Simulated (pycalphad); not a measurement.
An equivalent pycalphad script:

```python
from pycalphad import Database, equilibrium, calculate, variables as v
import numpy as np
db = Database('COST507.tdb')
comps = ['AL', 'SI', 'SN', 'VA']
phases = ['BCT_A5', 'DIAMOND_A4', 'FCC_A1', 'LIQUID']
eq = equilibrium(db, comps, phases, {v.X('SI'): 0.0064, v.X('SN'): 0.0011, v.T: np.arange(1850, 499, -75), v.P: 101325, v.N: 1}, output=['HM', 'SM'])
```

Source of the numbers: pycalphad with the COST 507 light-alloy database (1999); pressure 1 atm. The database dates from 1999; later assessments differ in places, in temperatures and in the compounds included. Not assessed as a whole: an extrapolation from subsystems, which can miss ternary compounds. Phase fractions are per mole of atoms.

Results at three of the temperatures:

```
T = 1700.00 K, P = 101325 Pa, N = 1 mol of atoms
G = -101217 J/mol, H = 53327 J/mol, S = 90.91 J/(mol K)  (SER reference)
chemical potentials (J/mol): Al -100735, Si -153096, Sn -233648
phase             fraction      x(Al)      x(Si)      x(Sn)
LIQUID              1.0000     0.9925     0.0064     0.0011
```

```
T = 1400.00 K, P = 101325 Pa, N = 1 mol of atoms
G = -74838 J/mol, H = 43812 J/mol, S = 84.75 J/(mol K)  (SER reference)
chemical potentials (J/mol): Al -74469, Si -113766, Sn -180997
phase             fraction      x(Al)      x(Si)      x(Sn)
LIQUID              1.0000     0.9925     0.0064     0.0011
```

```
T = 725.00 K, P = 101325 Pa, N = 1 mol of atoms
G = -26167 J/mol, H = 11816 J/mol, S = 52.39 J/(mol K)  (SER reference)
chemical potentials (J/mol): Al -26193, Si -18450, Sn -47299
phase             fraction      x(Al)      x(Si)      x(Sn)
FCC_A1              0.9980     0.9944     0.0047   0.000895
DIAMOND_A4          0.0017    5.7e-08     1.0000   3.36e-07
LIQUID              0.0003     0.1804    0.00047     0.8191
```

Changes of the phase set, refined by bisection:

```tsv
T (°C)	phases above	phases below
655.7	liquid	fcc + liquid
601.5	fcc + liquid	fcc
481.5	fcc	diamond (Si) + fcc
475.1	diamond (Si) + fcc	diamond (Si) + fcc + liquid
229.2	diamond (Si) + fcc + liquid	bct (Sn) + diamond (Si) + fcc
```

FCC_A1 is fcc; DIAMOND_A4 is diamond (Si).
